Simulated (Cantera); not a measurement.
**Hydrocarbon pyrolysis for carbon deposition**

An isothermal, constant-pressure homogeneous reactor starts with C2H6 : H2 = 1 : 38 (molar parts), at 1950 K and 0.260 bar.

Model: GRI-Mech 3.0 (53 species, 325 reactions), integrated in Cantera. GRI-Mech 3.0 stops at C3 and has no aromatics, soot or wall deposition, so with more carbon than oxygen in the feed, carbon stays in small species such as C2H2 where larger ones or solid carbon would form.

| t (s) | x C2H6 | x H2 | x CH4 | x C2H4 | x C2H | x CH2 | x C2H2 |
|---|---|---|---|---|---|---|---|
| 1.00e-6 | 0.0232 | 0.972 | 0.00111 | 8.88e-5 | <1e-12 | 6.92e-7 | 7.40e-8 |
| 3.46e-6 | 0.0147 | 0.963 | 0.00844 | 0.00222 | 2.76e-9 | 1.31e-5 | 4.41e-5 |
| 1.19e-5 | 0.000595 | 0.949 | 0.0290 | 0.00458 | 3.16e-7 | 3.65e-5 | 0.00220 |
| 4.12e-5 | 2.97e-5 | 0.952 | 0.0307 | 0.00125 | 6.50e-7 | 1.91e-5 | 0.00652 |
| 0.000143 | 1.56e-5 | 0.955 | 0.0305 | 0.000293 | 4.91e-7 | 7.63e-6 | 0.00846 |
| 0.000492 | 7.81e-6 | 0.957 | 0.0291 | 0.000155 | 3.54e-7 | 3.21e-6 | 0.00972 |
| 0.00170 | 5.26e-6 | 0.960 | 0.0252 | 0.000116 | 3.96e-7 | 2.46e-6 | 0.0117 |
| 0.00588 | 2.49e-6 | 0.964 | 0.0171 | 7.76e-5 | 5.43e-7 | 1.81e-6 | 0.0158 |
| 0.0203 | 5.56e-7 | 0.969 | 0.00793 | 5.52e-5 | 7.17e-7 | 9.36e-7 | 0.0204 |
| 0.0702 | 7.18e-8 | 0.972 | 0.00277 | 5.28e-5 | 8.21e-7 | 3.51e-7 | 0.0229 |
| 0.242 | 1.29e-8 | 0.973 | 0.00106 | 5.37e-5 | 8.56e-7 | 1.38e-7 | 0.0238 |
| 0.838 | 8.59e-9 | 0.973 | 0.000800 | 5.40e-5 | 8.61e-7 | 1.05e-7 | 0.0239 |
| 2.89 | 8.56e-9 | 0.973 | 0.000799 | 5.40e-5 | 8.61e-7 | 1.05e-7 | 0.0239 |
| 10.0 | 8.56e-9 | 0.973 | 0.000799 | 5.40e-5 | 8.61e-7 | 1.05e-7 | 0.0239 |
x: mole fraction; the columns are a selection and need not sum to one.

Equilibrium at this temperature and pressure: C2H6 8.56e-9, H2 0.973, CH4 0.000799, C2H4 5.40e-5, C2H 8.61e-7, CH2 1.05e-7, C2H2 0.0239 (gas phase only).
